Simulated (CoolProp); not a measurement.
Vapour-liquid equilibrium of R22 (1) + acetone (2) at 0.2 bar; x and y are mole fractions of (1).

Model: multi-fluid Helmholtz-energy mixture model, Kamei 1995 and Lemmon 2006; pair parameters Bell 2016, in CoolProp.

| x | bubble temperature, mixture model (K) | bubble temperature, Raoult's law (K) | y, mixture model | y, Raoult's law |
|---|---|---|---|---|
| 0.05 | 262.5 | 259.9 | 0.752 | 0.790 |
| 0.2 | 242.7 | 231.5 | 0.937 | 0.975 |
| 0.35 | 233.7 | 220.7 | 0.972 | 0.992 |
| 0.5 | 225.0 | 214.2 | 0.990 | 0.996 |
| 0.65 | 216.4 | 209.7 | 0.998 | 0.998 |
| 0.8 | 208.9 | 206.3 | 1.000 | 0.999 |
| 0.95 | 203.8 | 203.6 | 1.000 | 1.000 |

The largest gap from Raoult's law is +13.0 K in bubble temperature, at x = 0.35. No azeotrope shows between x = 0.05 and 0.95.

The pair parameters rest on a limited set of measurements; away from them the model extrapolates. With so large a gap from Raoult's law the liquid may split in two, which this calculation doesn't test in full.
